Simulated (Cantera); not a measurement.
A closed system holds: 1 mol BF₃, 0.16 mol NH₃, 53 mol H₂.

Cantera equilibrium calculation (NASA polynomials, part measured and part estimated; ideal gas, pure solids and liquids). Candidate condensed phases: B, BN; 31 gas species. The tables' values for BF₂ are old estimates. The numbers say what is thermodynamically allowed, not how fast it happens.

Stable condensed phases, one row left out:

```
T in K \ P in Pa
             10     32    100    320   1000   3200  10000  32000 100000
   1725       A      A      A      A      A      A      B      B      B
   1700       A      A      A      A      A      A      B      B      B
   1675       A      A      A      A      A      B      B      B      B
   1650       A      A      A      A      A      B      B      B      B
   1600       A      A      A      A      B      B      B      B      B
   1575       A      A      A      A      B      B      B      B      B
   1550       A      A      A      B      B      B      B      B      B
   1525       A      A      A      B      B      B      B      B      B
   1500       A      A      B      B      B      B      B      B      B
```

A: gas only; B: BN.

Problem. Give the row for 1625 K.

Solution. 10: gas only; 32: gas only; 100: gas only; 320: gas only; 1000: gas only; 3200: BN; 10000: BN; 32000: BN; 100000: BN.
